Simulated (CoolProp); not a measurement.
Carbonyl sulfide at 298.15 K and 3.32 MPa is throttled through a valve to 1.5 MPa with no heat exchange. Each further row changes one setting.

Computed with CoolProp (reference Helmholtz-energy equation of state, Lemmon 2006). It is a short technical equation, of lower accuracy than the large ones.

| case | temperature change (K) | final phase | final density (kg/m³) |
|---|---|---|---|
| as stated | +0.1 | liquid | ? |
| outlet pressure 0.45 MPa | ? | ? | ? |
| outlet pressure 1.95 MPa | +0.1 | liquid | ? |

Q: What belongs in the gaps?

A: 
- as stated, final density (kg/m³): 991
- outlet pressure 0.45 MPa, temperature change (K): -36.8
- outlet pressure 0.45 MPa, final phase: two-phase, vapour fraction 0.172
- outlet pressure 0.45 MPa, final density (kg/m³): 74.1
- outlet pressure 1.95 MPa, final density (kg/m³): 993
